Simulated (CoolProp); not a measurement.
A closed Brayton cycle with carbon dioxide: compressor inlet 309.15 K and 9.7 MPa, high pressure 27.7 MPa, turbine inlet 905 K, compressor efficiency 0.8, turbine efficiency 0.85, recuperator effectiveness 0.95 (on enthalpy, no pinch check). Each further row changes one setting.

Computed with CoolProp (reference Helmholtz-energy equation of state, Span 1996).

```tsv
case	thermal efficiency (%)	net work (kJ/kg)	compressor to turbine work	compressor exit (K)	turbine exit (K)
as stated	38.9	114	0.21	340.0	778.8
turbine inlet 855 K	37.3	105	0.22	340.0	733.1
compressor inlet 319.15 K	37.3	102	0.29	379.5	778.8
high pressure 23.5 MPa	37.4	99.3	0.19	334.2	798.0
recuperator effectiveness 0.5	21.2	114	0.21	340.0	778.8
```
